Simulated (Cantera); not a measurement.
# Equilibrium for boron, boron nitride and boron oxide: B2O3 + O2 + N2 + H2O

Charge: 1 mol B2O3, 0.69 mol O2, 9.2 mol N2, 1.4 mol H2O, held at 12.8 Torr.

Equilibrium computed with Cantera from the NASA thermochemical tables; the gas is ideal and each condensed phase is pure. Candidate condensed phases: B, BN, B2O3, B3O3H3, H2O; 39 gas species. Gases not in the tables: H3BO3. The numbers say what is thermodynamically allowed, not how fast it happens.

From 875 K to 1575 K the condensed part is B2O3(l). From 1675 K to 1875 K nothing is condensed.

```json
[
 {"T (K)": "875", "log p N2": "-1.86", "log p HBO2": "-7.23", "log p H2O": "-2.68", "log p O2": "-2.98", "log p B2O3": "<-13", "n B2O3(l)": "0.995"},
 {"T (K)": "975", "log p N2": "-1.86", "log p HBO2": "-6.15", "log p H2O": "-2.68", "log p O2": "-2.98", "log p B2O3": "-12.01", "n B2O3(l)": "0.997"},
 {"T (K)": "1075", "log p N2": "-1.86", "log p HBO2": "-5.29", "log p H2O": "-2.68", "log p O2": "-2.98", "log p B2O3": "-10.03", "n B2O3(l)": "0.996"},
 {"T (K)": "1175", "log p N2": "-1.86", "log p HBO2": "-4.58", "log p H2O": "-2.68", "log p O2": "-2.98", "log p B2O3": "-8.40", "n B2O3(l)": "0.990"},
 {"T (K)": "1275", "log p N2": "-1.86", "log p HBO2": "-3.99", "log p H2O": "-2.69", "log p O2": "-2.99", "log p B2O3": "-7.04", "n B2O3(l)": "0.965"},
 {"T (K)": "1375", "log p N2": "-1.86", "log p HBO2": "-3.50", "log p H2O": "-2.71", "log p O2": "-2.99", "log p B2O3": "-5.88", "n B2O3(l)": "0.893"},
 {"T (K)": "1475", "log p N2": "-1.87", "log p HBO2": "-3.10", "log p H2O": "-2.78", "log p O2": "-3.00", "log p B2O3": "-4.89", "n B2O3(l)": "0.722"},
 {"T (K)": "1575", "log p N2": "-1.88", "log p HBO2": "-2.80", "log p H2O": "-2.92", "log p O2": "-3.01", "log p B2O3": "-4.03", "n B2O3(l)": "0.378"},
 {"T (K)": "1675", "log p N2": "-1.90", "log p HBO2": "-2.67", "log p H2O": "-3.06", "log p O2": "-3.03", "log p B2O3": "-3.52", "n B2O3(l)": "0"},
 {"T (K)": "1775", "log p N2": "-1.90", "log p HBO2": "-2.69", "log p H2O": "-3.05", "log p O2": "-3.03", "log p B2O3": "-3.48", "n B2O3(l)": "0"},
 {"T (K)": "1875", "log p N2": "-1.90", "log p HBO2": "-2.70", "log p H2O": "-3.03", "log p O2": "-3.04", "log p B2O3": "-3.45", "n B2O3(l)": "0"}
]
```
log p: log10 of the partial pressure in bar; n: condensed amount in mol.
